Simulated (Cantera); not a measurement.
**Thermodynamics of hydrogen reduction and annealing atmospheres, feed Fe2O3 + H2 + N2**

Input: 1 mol Fe2O3, 87 mol H2, 1.8 mol N2, held at 998 K and 0.100 bar.

Cantera equilibrium calculation (NASA polynomials, part measured and part estimated; ideal gas, pure solids and liquids). Candidate condensed phases: Fe, FeO, Fe(OH)2, Fe(OH)3, Fe2O3, Fe3O4, H2O; 27 gas species. The numbers say what is thermodynamically allowed, not how fast it happens.

- x(H2): 0.946
- x(H2O): 0.0338
- x(N2): 0.0203
- x(NH3): 7.73e-6
- n(Fe(α)): 2.00 mol
- gas amount: 88.80 mol
- log10 activity of Fe(OH)2(s) (absent): -8.00
- log10 activity of Fe(OH)3(s) (absent): -14.68
